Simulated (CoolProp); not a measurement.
The fluid at 298.15 K and 0.208 MPa is throttled through a valve to 0.0106 MPa with no heat exchange. The same conditions are run with several fluids, on thermodynamics alone (safety and materials aside).

Values from CoolProp's reference Helmholtz-energy equation of state of each fluid (vinyl chloride: Thol 2022; CH3F (R41): Lemmon 2006; R507A: Lemmon 2003; R13: Platzer 1990; propyne: Polt 1992). The equations of Platzer and Polt are older, rougher fits. Blends and air are pseudo-pure fits.

```csv
fluid,temperature change (K),final density (kg/m³)
vinyl chloride,-5.4,0.273
CH3F (R41),-3.6,0.147
R507A,-3.4,0.428
R13,-2.2,0.450
propyne,-4.8,0.174
```
